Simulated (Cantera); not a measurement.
Input: 1 mol SiH2Cl2, 0.11 mol O2, 5.9 mol N2, held at 477 °C and 3200 Pa.

Method: chemical equilibrium by Gibbs-energy minimisation in Cantera with the NASA 1993 tables (ideal gas, pure condensed phases). Candidate condensed phases: H2O, NH4Cl, Si, SiO2, Si2N2O, Si3N4; 47 gas species. N2 is the only nitrogen source here; it is nearly inert below about 1500 K, so the nitride shown seldom forms there in practice. Kinetics and transport are ignored.

Base state: N2 0.758, HCl 0.138, H2 0.0695, SiCl4 0.0347 (mole fractions); condensed: Si2N2O(s) + Si3N4(s).

Question: What changes in the equilibrium state with this change: SiH2Cl2 replaced by HMDSO?

Answer: 
```
species               before    after
-------------------  -------  -------
H2                    0.0695    0.595
N2                     0.758    0.369
CH4                        0   0.0362
HCl                    0.138        0
SiCl4                 0.0347        0
NH3                  2.61e-6  4.56e-5
Si2N2O(s), mol         0.220    0.927
Si3N4(s), mol          0.103        0
C(graphite), mol           0     5.51
SiO2(α-quartz), mol        0    0.147
```
The feed counts by its element totals alone. Further candidate phases: C, C6H6, C7H8, C8H18, SiC.

Question: What changes in the equilibrium state with this change: SiH2Cl2 replaced by SiF4?

Answer: 
```tsv
species	before	after
N2	0.758	0.842
SiF4	0	0.143
O2	<1e-9	0.0157
HCl	0.138	0
H2	0.0695	0
SiCl4	0.0347	0
Si2N2O(s), mol	0.220	0
Si3N4(s), mol	0.103	0
```
